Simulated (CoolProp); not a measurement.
Saturation properties of R125.

Model: reference Helmholtz-energy equation of state, Lemmon 2005, in CoolProp.

```json
[
 {"T (°C)": "-45.95", "p (bar)": "1.124", "liquid cp (kJ/(kg K))": "1.119", "surface tension (mN/m)": "13.3", "vapour viscosity (µPa s)": "9.80", "liquid conductivity (mW/(m K))": "90.3"},
 {"T (°C)": "-42.95", "p (bar)": "1.295", "liquid cp (kJ/(kg K))": "1.126", "surface tension (mN/m)": "12.9", "vapour viscosity (µPa s)": "9.93", "liquid conductivity (mW/(m K))": "88.9"},
 {"T (°C)": "-39.95", "p (bar)": "1.486", "liquid cp (kJ/(kg K))": "1.132", "surface tension (mN/m)": "12.5", "vapour viscosity (µPa s)": "10.1", "liquid conductivity (mW/(m K))": "87.5"},
 {"T (°C)": "-36.85", "p (bar)": "1.706", "liquid cp (kJ/(kg K))": "1.140", "surface tension (mN/m)": "12.0", "vapour viscosity (µPa s)": "10.2", "liquid conductivity (mW/(m K))": "86.1"},
 {"T (°C)": "-33.85", "p (bar)": "1.942", "liquid cp (kJ/(kg K))": "1.147", "surface tension (mN/m)": "11.6", "vapour viscosity (µPa s)": "10.3", "liquid conductivity (mW/(m K))": "84.8"},
 {"T (°C)": "-30.85", "p (bar)": "2.202", "liquid cp (kJ/(kg K))": "1.154", "surface tension (mN/m)": "11.1", "vapour viscosity (µPa s)": "10.5", "liquid conductivity (mW/(m K))": "83.4"},
 {"T (°C)": "-27.75", "p (bar)": "2.498", "liquid cp (kJ/(kg K))": "1.162", "surface tension (mN/m)": "10.7", "vapour viscosity (µPa s)": "10.6", "liquid conductivity (mW/(m K))": "82.0"},
 {"T (°C)": "-24.75", "p (bar)": "2.813", "liquid cp (kJ/(kg K))": "1.170", "surface tension (mN/m)": "10.3", "vapour viscosity (µPa s)": "10.7", "liquid conductivity (mW/(m K))": "80.6"},
 {"T (°C)": "-21.75", "p (bar)": "3.158", "liquid cp (kJ/(kg K))": "1.179", "surface tension (mN/m)": "9.87", "vapour viscosity (µPa s)": "10.9", "liquid conductivity (mW/(m K))": "79.3"},
 {"T (°C)": "-18.75", "p (bar)": "3.534", "liquid cp (kJ/(kg K))": "1.188", "surface tension (mN/m)": "9.45", "vapour viscosity (µPa s)": "11.0", "liquid conductivity (mW/(m K))": "78.0"},
 {"T (°C)": "-15.65", "p (bar)": "3.957", "liquid cp (kJ/(kg K))": "1.197", "surface tension (mN/m)": "9.02", "vapour viscosity (µPa s)": "11.1", "liquid conductivity (mW/(m K))": "76.6"},
 {"T (°C)": "-12.65", "p (bar)": "4.402", "liquid cp (kJ/(kg K))": "1.207", "surface tension (mN/m)": "8.62", "vapour viscosity (µPa s)": "11.3", "liquid conductivity (mW/(m K))": "75.3"},
 {"T (°C)": "-9.65", "p (bar)": "4.883", "liquid cp (kJ/(kg K))": "1.217", "surface tension (mN/m)": "8.21", "vapour viscosity (µPa s)": "11.4", "liquid conductivity (mW/(m K))": "74.0"},
 {"T (°C)": "-6.55", "p (bar)": "5.422", "liquid cp (kJ/(kg K))": "1.229", "surface tension (mN/m)": "7.80", "vapour viscosity (µPa s)": "11.6", "liquid conductivity (mW/(m K))": "72.6"},
 {"T (°C)": "-3.55", "p (bar)": "5.984", "liquid cp (kJ/(kg K))": "1.240", "surface tension (mN/m)": "7.40", "vapour viscosity (µPa s)": "11.7", "liquid conductivity (mW/(m K))": "71.4"}
]
```

It boils at -48.1 °C under 1 atm.

Viscosity comes from a separate model (Huber 2006). Thermal conductivity comes from a separate model (Perkins 2006). Surface tension comes from a separate correlation (Mulero 2012).
